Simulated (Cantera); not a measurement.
Cantera run:

```python
import numpy as np
import cantera as ct

gas_names = """
    CL CL2 H HCL H2 Si SiCL SiCL2 SiCL3 SiCL4 SiH SiHCL3 SiH2 SiH2CL2 SiH3 SiH3CL SiH4 Si2 Si3
""".split()
cond_names = """
    Si(cr) Si(L)
""".split()


# ... load() reads the species with a 1 bar reference pressure and builds the phases ...
atoms = {
    'SiH2Cl2': {'Si': 1, 'H': 2, 'CL': 2},
    'H2': {'H': 2},
}
top_T = {}  # K; cautious upper limits of use, not melting points


# ... equilibrate(T, P, feed) seeds the gas with the atoms and calls Mixture.equilibrate('TP', solver="vcs", rtol=1e-11, max_steps=5000) ...
results = []
feed = {'SiH2Cl2': 1, 'H2': 8.3}  # mol
P = 1000  # Pa
for T in [1298, 1398, 1498, 1598, 1698, 1798, 1898, 1998, 2098, 2198, 2298]:
    mix = equilibrate(T, P, feed)
    results.append((T, P, feed, dict(zip(mix.species_names, mix.species_moles))))
    x = sorted(zip(gas.X, gas.species_names), reverse=True)
    print(f"T = {T:g} K  P = {P:g} Pa  gas = {mix.phase_moles(0):.4g} mol")
    print("   x: " + "  ".join(f"{s} {v:.3e}" for v, s in x if v > 1e-05))
    print("   condensed (mol): " + ("  ".join(f"{mix.phase(i).name} {mix.phase_moles(i):.4g}"
          for i in range(1, mix.n_phases) if mix.phase_moles(i) > 1e-12) or "none"))
```

It prints:

```
T = 1298 K  P = 1000 Pa  gas = 10.24 mol
   x: H2 8.567e-01  HCL 1.024e-01  SiCL2 3.256e-02  SiCL3 4.066e-03  SiCL4 3.035e-03  SiHCL3 1.146e-03  SiH2CL2 6.098e-05
   condensed (mol): Si(cr) 0.5817
T = 1398 K  P = 1000 Pa  gas = 10.28 mol
   x: H2 8.514e-01  HCL 1.063e-01  SiCL2 3.909e-02  SiCL3 2.273e-03  SiCL4 5.647e-04  SiHCL3 3.175e-04  H 4.366e-05  SiH2CL2 2.683e-05
   condensed (mol): Si(cr) 0.5654
T = 1498 K  P = 1000 Pa  gas = 10.29 mol
   x: H2 8.506e-01  HCL 1.057e-01  SiCL2 4.210e-02  SiCL3 1.217e-03  H 1.585e-04  SiCL4 1.124e-04  SiHCL3 9.301e-05  CL 1.588e-05  SiH2CL2 1.223e-05
   condensed (mol): Si(cr) 0.5518
T = 1598 K  P = 1000 Pa  gas = 10.3 mol
   x: H2 8.507e-01  HCL 1.041e-01  SiCL2 4.387e-02  SiCL3 6.835e-04  H 4.909e-04  CL 4.754e-05  SiCL 3.518e-05  SiHCL3 3.090e-05  SiCL4 2.636e-05
   condensed (mol): Si(cr) 0.54
T = 1698 K  P = 1000 Pa  gas = 10.31 mol
   x: H2 8.502e-01  HCL 1.029e-01  SiCL2 4.479e-02  H 1.333e-03  SiCL3 4.065e-04  CL 1.256e-04  SiCL 1.205e-04  Si 6.567e-05  SiH2 1.187e-05  SiHCL3 1.159e-05
   condensed (mol): Si(L) 0.5318
T = 1798 K  P = 1000 Pa  gas = 10.32 mol
   x: H2 8.456e-01  HCL 1.075e-01  SiCL2 4.241e-02  H 3.238e-03  SiCL 3.160e-04  CL 3.152e-04  Si 3.084e-04  SiCL3 2.525e-04  SiH 3.254e-05  SiH2 2.495e-05
   condensed (mol): Si(L) 0.5525
T = 1898 K  P = 1000 Pa  gas = 10.36 mol
   x: H2 8.387e-01  HCL 1.112e-01  SiCL2 3.998e-02  H 7.158e-03  Si 1.228e-03  SiCL 7.437e-04  CL 7.163e-04  SiCL3 1.630e-04  SiH 9.815e-05  SiH2 4.829e-05
   condensed (mol): Si(L) 0.562
T = 1998 K  P = 1000 Pa  gas = 10.44 mol
   x: H2 8.267e-01  HCL 1.135e-01  SiCL2 3.737e-02  H 1.459e-02  Si 4.253e-03  SiCL 1.593e-03  CL 1.491e-03  SiH 2.636e-04  SiCL3 1.079e-04  SiH2 8.679e-05  Si2 4.387e-05
   condensed (mol): Si(L) 0.5429
T = 2098 K  P = 1000 Pa  gas = 10.62 mol
   x: H2 8.045e-01  HCL 1.134e-01  SiCL2 3.431e-02  H 2.760e-02  Si 1.306e-02  SiCL 3.130e-03  CL 2.865e-03  SiH 6.382e-04  Si2 1.694e-04  SiH2 1.453e-04  SiCL3 7.182e-05  Si3 3.466e-05
   condensed (mol): Si(L) 0.4497
T = 2198 K  P = 1000 Pa  gas = 11.04 mol
   x: H2 7.623e-01  HCL 1.095e-01  H 4.862e-02  Si 3.616e-02  SiCL2 3.039e-02  SiCL 5.652e-03  CL 5.081e-03  SiH 1.403e-03  Si2 5.768e-04  SiH2 2.251e-04  Si3 1.128e-04  SiCL3 4.657e-05
   condensed (mol): Si(L) 0.1677
T = 2298 K  P = 1000 Pa  gas = 11.52 mol
   x: H2 7.077e-01  HCL 1.163e-01  H 8.057e-02  Si 5.612e-02  SiCL2 2.056e-02  CL 9.533e-03  SiCL 6.593e-03  SiH 1.740e-03  Si2 6.617e-04  SiH2 2.007e-04  Si3 7.597e-05  SiCL3 2.637e-05
   condensed (mol): none
```

Method: chemical equilibrium by Gibbs-energy minimisation in Cantera with the NASA 1993 tables (ideal gas, pure condensed phases). The tables' values for SiCl, SiCl3 are old estimates; treat these amounts as uncertain. Gases not in the tables: Si2H6 and higher silanes.
